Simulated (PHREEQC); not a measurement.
A made-up water analysis in mmol/kgw, 25 °C, pH 7.81, pe 11.1:

```json
[
 {"constituent": "Na", "mmol/kgw": "101"},
 {"constituent": "K", "mmol/kgw": "7.41"},
 {"constituent": "Ca", "mmol/kgw": "7.67"},
 {"constituent": "Mg", "mmol/kgw": "20"},
 {"constituent": "Cl", "mmol/kgw": "144"},
 {"constituent": "S(6)", "mmol/kgw": "2.72"},
 {"constituent": "Alkalinity (meq/kgw)", "mmol/kgw": "3.46"},
 {"constituent": "Cu(2)", "mmol/kgw": "1.11"},
 {"constituent": "Cd", "mmol/kgw": "0.117"},
 {"constituent": "Li", "mmol/kgw": "0.222"},
 {"constituent": "O(0) (counted as O atoms)", "mmol/kgw": "0.52"}
]
```

Valence states are taken as typed.

Computed with PHREEQC (ion-association model, wateq4f.dat).

No solid was allowed to form.

Task: What charge-balance error does the model give?

Result: charge-balance error 4.4 %.

Task: In which forms is C present?

Result: HCO3- 75 %, CuCO3 8.7 %, MgHCO3+ 6.1 %, CaHCO3+ 2.3 %, NaHCO3 2.3 %, CO2 1.9 % of the C.

The solution is supersaturated, for example in Atacamite, Malachite, so a real one may precipitate; this is no full list. Complexes and solids missing from the database can't appear. The database's constant for dissolved Cu(OH)2 is higher than later reviews accept.
